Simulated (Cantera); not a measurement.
A perfectly stirred reactor is fed with 2.92 % C2H6, 19.2 % O2, 72.3 % N2, 5.54 % H2O, equivalence ratio 0.53, at 0.440 bar; it is adiabatic with a 773 K inlet, and is followed from long to short residence time, starting on the burning branch (τ in s: 0.079, 0.039, 0.019, 0.0094, 0.0046, 0.0023, 0.0011, 0.00056, 0.00027, 0.00013, 6.6e-05, 3.3e-05).

Model: GRI-Mech 3.0 (53 species, 325 reactions), integrated in Cantera.

x: mole fraction; the columns are a selection and need not sum to one.

| τ (s) | T (K) | x C2H6 | x O2 | x H2O | x C2H4 | x H | x H2 | x CH2O |
|---|---|---|---|---|---|---|---|---|
| 0.079 | 1854 | 1.21e-6 | 0.0886 | 0.139 | 3.15e-6 | 0.000110 | (withheld) | 5.58e-7 |
| 0.039 | 1844 | 2.00e-6 | 0.0886 | 0.138 | 4.58e-6 | 0.000203 | (withheld) | 9.53e-7 |
| 0.019 | 1831 | 3.33e-6 | 0.0887 | 0.137 | 6.37e-6 | 0.000372 | (withheld) | 1.70e-6 |
| 0.0094 | 1813 | 5.50e-6 | 0.0889 | 0.136 | 8.44e-6 | 0.000647 | (withheld) | 3.07e-6 |
| 0.0046 | 1788 | 9.32e-6 | 0.0893 | 0.135 | 1.09e-5 | 0.00108 | (withheld) | 5.65e-6 |
| 0.0023 | 1758 | 1.60e-5 | 0.0900 | 0.133 | 1.39e-5 | 0.00167 | (withheld) | 1.03e-5 |
| 0.0011 | 1718 | 3.01e-5 | 0.0914 | 0.132 | 1.89e-5 | 0.00245 | (withheld) | 1.99e-5 |
| 0.00056 | 1673 | 5.86e-5 | 0.0937 | 0.130 | 2.80e-5 | 0.00310 | (withheld) | 3.84e-5 |
| 0.00027 | 1609 | 0.000149 | 0.0989 | 0.129 | 6.08e-5 | 0.00315 | (withheld) | 9.16e-5 |
| 0.00013 | 773 | 0.0292 | 0.192 | 0.0554 | <1e-12 | <1e-12 | <1e-12 | <1e-12 |
| 6.6e-5 | 773 | 0.0292 | 0.192 | 0.0554 | <1e-12 | <1e-12 | <1e-12 | <1e-12 |
| 3.3e-5 | 773 | 0.0292 | 0.192 | 0.0554 | <1e-12 | <1e-12 | <1e-12 | <1e-12 |

Question: What belongs in the gaps?

Answer: 
- 0.079, x H2: 0.000408
- 0.039, x H2: 0.000611
- 0.019, x H2: 0.000906
- 0.0094, x H2: 0.00130
- 0.0046, x H2: 0.00180
- 0.0023, x H2: 0.00239
- 0.0011, x H2: 0.00307
- 0.00056, x H2: 0.00368
- 0.00027, x H2: 0.00434
